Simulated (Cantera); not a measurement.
## Thermodynamics of silicon oxide and oxynitride deposition, feed TEOS + O2 + H2

Charge: 1 mol TEOS, 0.98 mol O2, 2.3 mol H2, equilibrated at 1150 K.

Equilibrium computed with Cantera from the NASA thermochemical tables; the gas is ideal and each condensed phase is pure. Candidate condensed phases: C, C6H6, C7H8, C8H18, H2O, Si, SiC, SiO2; 123 gas species. The feed counts by its element totals alone. Mutual solubility and eutectic melting of coexisting phases are not modelled. The tables hold silica as quartz up to 1696 K and as liquid above; real silica turns to tridymite and cristobalite and melts near 1996 K. The numbers say what is thermodynamically allowed, not how fast it happens.

```csv
P (Pa),log p H2,log p CO,log p CH4,log p H2O,n C(graphite),n SiC(s),n SiO2(β-quartz)
5,-4.45,-4.84,-10.53,-10.62,2.39,0.551,0.448
15,-3.95,-4.44,-9.52,-9.71,4.04,0,1.000
45,-3.47,-3.96,-8.57,-8.76,4.04,0,1.000
140,-2.98,-3.47,-7.58,-7.77,4.04,0,1.000
410,-2.51,-3.00,-6.65,-6.84,4.04,0,1.00
1200,-2.04,-2.53,-5.72,-5.91,4.04,0,1.00
3700,-1.55,-2.05,-4.74,-4.93,4.04,0,1.00
11000,-1.08,-1.57,-3.79,-3.98,4.04,0,1.00
33000,-0.61,-1.10,-2.84,-3.03,4.03,0,1.00
100000,-0.13,-0.63,-1.89,-2.09,4.00,0,1.00
```
log p: log10 of the partial pressure in bar; n: condensed amount in mol.

At 5.00 Pa the condensed part is C(graphite) + SiC(s) + SiO2(β-quartz). From 15.0 Pa to 1.00 bar the condensed part is C(graphite) + SiO2(β-quartz).
